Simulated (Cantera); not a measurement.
Mixture: CO : H2 : CH4 : O2 : N2 : H2O = 1 : 0.12 : 0.87 : 5.23 : 19.7 : 0.56 (molar parts), equivalence ratio 0.44, at 320000 Pa, adiabatic and at constant pressure. Ignition delay is the time to a rise of 400 K.

Computed with Cantera and GRI-Mech 3.0 (53 species, 325 reactions).

What does this change do: pressure from 320000 Pa to 500000 Pa?


```json
[
 {"quantity": "delay at 1200 K", "before": "2.63 ms", "after": "1.89 ms"},
 {"quantity": "delay at 1250 K", "before": "1.60 ms", "after": "1.14 ms"},
 {"quantity": "delay at 1300 K", "before": "0.988 ms", "after": "0.705 ms"},
 {"quantity": "delay at 1350 K", "before": "0.621 ms", "after": "0.445 ms"},
 {"quantity": "delay at 1400 K", "before": "0.400 ms", "after": "0.287 ms"},
 {"quantity": "delay at 1450 K", "before": "0.265 ms", "after": "0.190 ms"},
 {"quantity": "apparent activation energy between 1350 and 1450 K", "before": "140 kJ/mol", "after": "140 kJ/mol"}
]
```
